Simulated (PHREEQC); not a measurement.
Synthetic water in mg/L, 14 °C, pH 8.13, pe 8.9: Na 6.26; K 1.42; Ca 12.3; Mg 5.96; Cl 40.7; S(6) as SO4 3.74; Alkalinity as HCO3 11.8; Br 0.207; Pb 0.114.

Cl is adjusted to close the charge balance.
Valence states are taken as typed.

Computed with PHREEQC (ion-association model, phreeqc.dat).

No solid was allowed to form.

**Question.** Predict the specific conductance.

**Answer.** specific conductance 130 µS/cm.

**Question.** In which forms is C present?

**Answer.** HCO3- 97 %, CO2 1.8 %, CO3-2 0.5 % of the C.

Saturation is exceeded, for instance for Pb(OH)2; the values hold only as long as no solid forms. Complexes and solids missing from the database can't appear. At this temperature some constants are extrapolated from 25 °C, and those without enthalpy data are left unchanged.
